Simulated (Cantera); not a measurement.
Cantera run:

```python
import numpy as np
import cantera as ct

gas_names = """
    C CH CH2 CH3 CH4 C2 C2H C2H2,acetylene C2H2,vinylidene C2H3,vinyl C2H4 C2H5 C2H6 C3 C3H3,propargyl
    C3H4,allene C3H4,propyne C3H4,cyclo- C3H5,allyl C3H6,propylene C3H6,cyclo- C3H7,n-propyl
    C3H7,i-propyl C3H8 C4 C4H2 C4H4,1,3-cyclo- C4H6,butadiene C4H6,2-butyne C4H6,cyclo- C4H8,1-butene
    C4H8,cis2-buten C4H8,tr2-butene C4H8,isobutene C4H8,cyclo- C4H9,n-butyl C4H9,i-butyl C4H9,s-butyl
    C4H9,t-butyl C4H10,isobutane C4H10,n-butane C5 C5H6,1,3cyclo- C5H8,cyclo- C5H10,1-pentene
    C5H10,cyclo- C5H11,pentyl C5H11,t-pentyl C5H12,n-pentane C5H12,i-pentane CH3C(CH3)2CH3 C6H2
    C6H5,phenyl C6H6 C6H10,cyclo- C6H12,1-hexene C6H12,cyclo- C6H13,n-hexyl C7H7,benzyl C7H8
    C7H14,1-heptene C7H15,n-heptyl C7H16,n-heptane C8H8,styrene C8H10,ethylbenz C8H16,1-octene
    C8H17,n-octyl C8H18,isooctane C8H18,n-octane C9H19,n-nonyl C10H8,naphthale C10H21,n-decyl
    C12H9,o-bipheny C12H10,bipheny H H2 Si SiC SiC2 SiC4H12 SiH SiH2 SiH3 SiH4 Si2 Si2C Si3
""".split()
cond_names = """
    C(gr) C6H6(L) C7H8(L) C8H18(L),n-octa Si(cr) Si(L) SiC(b)
""".split()


def load(file, names, dense=False):
    # The tables refer to 1 bar. Condensed volumes are neglected.
    table = {s.name: s for s in ct.Species.list_from_file(file)}
    out = []
    for n in names:
        d = dict(table[n].input_data)
        d["thermo"] = dict(d["thermo"], **{"reference-pressure": 1e5})
        if dense:
            d["equation-of-state"] = {"model": "constant-volume", "density": "1e6 g/cm^3"}
        out.append(ct.Species.from_dict(d))
    return out


gas = ct.Solution(thermo="ideal-gas", species=load("nasa_gas.yaml", gas_names))
cond = {s.name: ct.Solution(thermo="fixed-stoichiometry", species=[s], name=s.name)
        for s in load("nasa_condensed.yaml", cond_names, dense=True)}
atoms = {
    'Si(CH3)4': {'Si': 1, 'C': 4, 'H': 12},
    'H2': {'H': 2},
}
top_T = {'C(gr)': 4500, 'SiC(b)': 3050}  # K; cautious upper limits of use, not melting points


def equilibrate(T, P, feed):
    n = {}
    for name, mol in feed.items():
        for a, k in atoms[name].items():
            n[a] = n.get(a, 0.0) + k * mol
    gas.TPX = T, P, n
    mass = sum(n.values()) * gas.mean_molecular_weight
    gas.equilibrate("TP")
    valid = [c for c in cond.values() if c.min_temp <= T <= top_T.get(c.name, c.max_temp)]
    mix = ct.Mixture([(gas, mass / gas.mean_molecular_weight)] + [(c, 0.0) for c in valid])
    mix.T, mix.P = T, P
    mix.equilibrate("TP", solver="vcs", rtol=1e-11, max_steps=5000)
    return mix


results = []
feed = {'Si(CH3)4': 1, 'H2': 4.9}  # mol
P = 1700  # Pa
for T in [1473, 1573, 1673, 1773, 1873, 1973, 2073]:
    mix = equilibrate(T, P, feed)
    results.append((T, P, feed, dict(zip(mix.species_names, mix.species_moles))))

top = {s: max(r[3][s] / sum(r[3][g] for g in gas_names) for r in results) for s in gas_names}
cols = sorted((s for s in top if top[s] > 0.001), key=lambda s: -top[s])[:5]
seen = [c for c in cond_names if any(r[3].get(c, 0) > 1e-12 for r in results)]
print("log10 of partial pressures in bar; condensed amounts in mol")
print(f"{'T/K':>10s}" + "".join(f"{s[:9]:>10s}" for s in cols + seen))
for T, P, feed, n in results:
    ng = sum(n[g] for g in gas_names)
    print(f"{T:10.4g}" + "".join(f"{np.log10(max(n[s] / ng * P / 1e5, 1e-99)):10.3f}" for s in cols)
          + "".join(f"{n.get(c, 0):10.4g}" for c in seen))
```

Result:

```
log10 of partial pressures in bar; condensed amounts in mol
       T/K        H2         H C2H2,acet     C(gr)    SiC(b)
      1473    -1.770    -5.783    -6.956     2.999         1
      1573    -1.770    -5.276    -6.455     2.999         1
      1673    -1.770    -4.829    -6.014     2.999         1
      1773    -1.771    -4.431    -5.624     2.997         1
      1873    -1.772    -4.076    -5.278     2.993    0.9998
      1973    -1.774    -3.757    -4.968     2.987    0.9988
      2073    -1.779    -3.470    -4.691     2.978    0.9943
```

Cantera equilibrium calculation (NASA polynomials, part measured and part estimated; ideal gas, pure solids and liquids). Gases not in the tables: Si2H6 and higher silanes.
